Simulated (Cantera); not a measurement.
A Cantera script and what it prints.

```python
import numpy as np
import cantera as ct

gas_names = """
    B BH BH2 BH3 BN B2 H H2 N NH NH2 NH3 N2 N2H2 N2H4
""".split()
cond_names = """
    B(b) B(L) BN(s)
""".split()


def load(file, names, dense=False):
    # The tables refer to 1 bar. Condensed volumes are neglected.
    table = {s.name: s for s in ct.Species.list_from_file(file)}
    out = []
    for n in names:
        d = dict(table[n].input_data)
        d["thermo"] = dict(d["thermo"], **{"reference-pressure": 1e5})
        if dense:
            d["equation-of-state"] = {"model": "constant-volume", "density": "1e6 g/cm^3"}
        out.append(ct.Species.from_dict(d))
    return out


gas = ct.Solution(thermo="ideal-gas", species=load("nasa_gas.yaml", gas_names))
cond = {s.name: ct.Solution(thermo="fixed-stoichiometry", species=[s], name=s.name)
        for s in load("nasa_condensed.yaml", cond_names, dense=True)}
atoms = {
    'borazine': {'B': 3, 'N': 3, 'H': 6},
    'H2': {'H': 2},
    'N2': {'N': 2},
}
top_T = {'BN(s)': 3200}  # K; cautious upper limits of use, not melting points


def equilibrate(T, P, feed):
    n = {}
    for name, mol in feed.items():
        for a, k in atoms[name].items():
            n[a] = n.get(a, 0.0) + k * mol
    gas.TPX = T, P, n
    mass = sum(n.values()) * gas.mean_molecular_weight
    gas.equilibrate("TP")
    valid = [c for c in cond.values() if c.min_temp <= T <= top_T.get(c.name, c.max_temp)]
    mix = ct.Mixture([(gas, mass / gas.mean_molecular_weight)] + [(c, 0.0) for c in valid])
    mix.T, mix.P = T, P
    mix.equilibrate("TP", solver="vcs", rtol=1e-11, max_steps=5000)
    return mix


results = []
feed = {'borazine': 1, 'H2': 44, 'N2': 1.3}  # mol
T = 848  # K
P = 1000  # Pa
mix = equilibrate(T, P, feed)
results.append((T, P, feed, dict(zip(mix.species_names, mix.species_moles))))
print(gas.report(threshold=1e-05))
for i in range(1, mix.n_phases):
    print(f"{mix.phase(i).name:16s} {mix.phase_moles(i):12.5e} mol")
```

It prints:

```
       temperature   848 K
          pressure   1000 Pa
           density   0.00038518 kg/m^3
  mean mol. weight   2.7157 kg/kmol
   phase of matter   gas

                          1 kg             1 kmol
                     ---------------   ---------------
          enthalpy        5.9413e+06        1.6135e+07  J
   internal energy         3.345e+06        9.0843e+06  J
           entropy             74478        2.0226e+05  J/K
    Gibbs function       -5.7216e+07       -1.5538e+08  J
 heat capacity c_p             10988             29841  J/K
 heat capacity c_v            7926.5             21526  J/K

                      mass frac. Y      mole frac. X     chem. pot. / RT
                     ---------------   ---------------   ---------------
                H2           0.72236           0.97308           -21.744
                N2           0.27763          0.026914           -32.675
     [  +13 minor]        1.8666e-05        2.9766e-06

B(b)              0.00000e+00 mol
BN(s)             3.00000e+00 mol
```

Method: chemical equilibrium by Gibbs-energy minimisation in Cantera with the NASA 1993 tables (ideal gas, pure condensed phases). The feed counts by its element totals alone.
